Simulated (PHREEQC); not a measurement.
Make-up at 70 °C: 1.7 mol/kgw HCl, 0.28 mol/kgw LiCl and 0.003 mol/kgw MgSO4. Closed to the air; pH follows from the charge balance.

Equilibrium calculation in PHREEQC: ion-association model, phreeqc.dat.

This is a speciation only: nothing precipitates in the calculation.

Task: What pH, density does the model give?

Result: pH -0.08; density 1.012 g/cm³.

Task: In which forms is S present?

Result: HSO4- 97 %, SO4-2 2.8 % of the S.

The ionic strength is past about 0.7 mol/kgw, beyond the range of this activity model, so the values are rough. Complexes and solids missing from the database can't appear. At this temperature some constants are extrapolated from 25 °C, and those without enthalpy data are left unchanged.
